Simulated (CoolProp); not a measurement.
A Linde-Hampson liquefier for methane: isothermal reversible compression at 230 K from 1 atm to 30 MPa, throttling to 1 atm, return gas leaving the recuperator 0 K below the feed. Each further row changes one setting.

Values from CoolProp's reference Helmholtz-energy equation of state, Setzmann 1991.

```json
[
 {"case": "as stated", "liquid yield per pass": "0.411", "compression work (kJ/kg of gas)": "577"},
 {"case": "high pressure 60 MPa", "liquid yield per pass": "0.383", "compression work (kJ/kg of gas)": "668"},
 {"case": "warm-end temperature 260 K", "liquid yield per pass": "0.326", "compression work (kJ/kg of gas)": "690"},
 {"case": "warm-end gap 5 K", "liquid yield per pass": "0.403", "compression work (kJ/kg of gas)": "577"}
]
```
